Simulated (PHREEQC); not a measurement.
Solution (20 °C): 0.0015 mol/kgw TMAH, 1.9e-05 mol/kgw H4SiO4 and 0.00023 mol/kgw CuSO4. Closed to the air; pH follows from the charge balance.

Computed with PHREEQC (ion-association model, wateq4f.dat).

The pH comes out as 11.16. The ionic strength is 0.00173 mol/kgw. The total alkalinity is 1.50 meq/kg.

```json
[
 {"species": "(CH3)4N+", "molality": "0.00150", "activity": "0.00143", "log γ": "-0.020"},
 {"species": "OH-", "molality": "0.00102", "activity": "0.000974", "log γ": "-0.020"},
 {"species": "SO4-2", "molality": "0.000230", "activity": "0.000192", "log γ": "-0.079"},
 {"species": "Cu(OH)2", "molality": "0.000228", "activity": "0.000228", "log γ": "0.000"},
 {"species": "H3SiO4-", "molality": "1.79e-5", "activity": "1.71e-5", "log γ": "-0.020"},
 {"species": "Cu(OH)3-", "molality": "2.06e-6", "activity": "1.97e-6", "log γ": "-0.020"},
 {"species": "H4SiO4", "molality": "9.67e-7", "activity": "9.67e-7", "log γ": "0.000"},
 {"species": "H2SiO4-2", "molality": "1.43e-7", "activity": "1.19e-7", "log γ": "-0.078"},
 {"species": "Cu(OH)4-2", "molality": "6.77e-8", "activity": "5.64e-8", "log γ": "-0.080"}
]
```

Precipitation was switched off in this run. Examples of supersaturated solids here: Cu(OH)2, Tenorite (slow to form). Others may be too. (CH3)4N+ isn't in the database: it is added as a free cation with an ion size of 4 Å. The database's constant for dissolved Cu(OH)2 is higher than later reviews accept.
